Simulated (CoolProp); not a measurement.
Vapour-liquid equilibrium of carbon dioxide (1) + ethane (2) at 10.2 bar; x and y are mole fractions of (1).

Model: multi-fluid Helmholtz-energy mixture model, Span 1996 and Bücker 2006; pair parameters Kunz 2012, in CoolProp.

```json
[
 {"x": "0.05", "bubble temperature, mixture model (K)": "238.5", "bubble temperature, Raoult's law (K)": "241.2", "y, mixture model": "0.123", "y, Raoult's law": "0.066"},
 {"x": "0.2", "bubble temperature, mixture model (K)": "232.0", "bubble temperature, Raoult's law (K)": "239.7", "y, mixture model": "0.365", "y, Raoult's law": "0.249"},
 {"x": "0.35", "bubble temperature, mixture model (K)": "228.9", "bubble temperature, Raoult's law (K)": "238.3", "y, mixture model": "0.496", "y, Raoult's law": "0.415"},
 {"x": "0.5", "bubble temperature, mixture model (K)": "227.6", "bubble temperature, Raoult's law (K)": "237.1", "y, mixture model": "0.576", "y, Raoult's law": "0.568"},
 {"x": "0.65", "bubble temperature, mixture model (K)": "227.3", "bubble temperature, Raoult's law (K)": "235.9", "y, mixture model": "0.638", "y, Raoult's law": "0.708"},
 {"x": "0.8", "bubble temperature, mixture model (K)": "227.9", "bubble temperature, Raoult's law (K)": "234.9", "y, mixture model": "0.712", "y, Raoult's law": "0.839"},
 {"x": "0.95", "bubble temperature, mixture model (K)": "231.0", "bubble temperature, Raoult's law (K)": "233.9", "y, mixture model": "0.880", "y, Raoult's law": "0.961"}
]
```

The largest gap from Raoult's law is -9.5 K in bubble temperature, at x = 0.5. y crosses x between x = 0.5 and 0.65: the model has an azeotrope there.

Pair parameters are fitted to limited data, so mixtures are less certain than the pure fluids.
